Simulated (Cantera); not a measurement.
A perfectly stirred reactor is fed with CO : H2 : O2 : N2 = 1 : 0.046 : 0.534 : 2.01 (molar parts), at 9.87 atm; it is adiabatic with a 650 K inlet, and is followed from long to short residence time, starting on the burning branch (τ in s: 0.4, 0.14, 0.05, 0.018, 0.0063, 0.0022, 0.00079, 0.00028, 9.9e-05, 3.5e-05, 1.2e-05).

Detailed kinetics in Cantera: GRI-Mech 3.0 (53 species, 325 reactions). The hydrogen kinetics of GRI-Mech 3.0 are dated; newer H2 mechanisms differ, most at raised pressure.

Predict: blow-out, bracketed by the residence times tried; x(CO) at τ = 0.400 s; x(H2) at τ = 0.400 s; x(O2) at τ = 0.400 s; x(H2O2) at τ = 0.400 s; x(NO) at τ = 0.400 s; x(CO) at τ = 2.20 ms; x(H2) at τ = 2.20 ms; x(O2) at τ = 2.20 ms; x(H2O2) at τ = 2.20 ms; x(NO) at τ = 2.20 ms.


- blow-out, bracketed by the residence times tried: burning at 35.0 µs, out at 12.0 µs
- x(CO) at τ = 0.400 s: 0.0410
- x(H2) at τ = 0.400 s: 0.000298
- x(O2) at τ = 0.400 s: 0.0193
- x(H2O2) at τ = 0.400 s: 5.10e-8
- x(NO) at τ = 0.400 s: 0.00753
- x(CO) at τ = 2.20 ms: 0.0488
- x(H2) at τ = 2.20 ms: 0.000357
- x(O2) at τ = 2.20 ms: 0.0244
- x(H2O2) at τ = 2.20 ms: 6.10e-8
- x(NO) at τ = 2.20 ms: 0.00457
